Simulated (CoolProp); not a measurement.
A simple Rankine cycle with ammonia: condensing at 323.15 K, boiler at 7.51 MPa, turbine inlet 422.7 K, turbine efficiency 0.8, pump efficiency 0.6, no recuperator. Each further row changes one setting.

The numbers come from the reference Helmholtz-energy equation of state, Gao 2020 in CoolProp.

```
case                             thermal efficiency (%)  net work (kJ/kg)  heat in (kJ/kg)  turbine exit temperature (K)  volume ratio over the turbine
-------------------------------  ----------------------  ----------------  ---------------  ----------------------------  -----------------------------
as stated                                          10.9               128             1180                         323.1                           3.06
turbine inlet 442.7 K                              11.4               143             1250                         340.2                           3.04
condensing temperature 315.15 K                    12.2               148             1220                         315.1                           3.73
boiler pressure 5.26 MPa                            8.8               110             1250                         349.9                           2.24
turbine efficiency 0.7                              9.3               110             1180                         327.6                           3.15
```

The expansion ends wet for: as stated; condensing temperature 315.15 K.
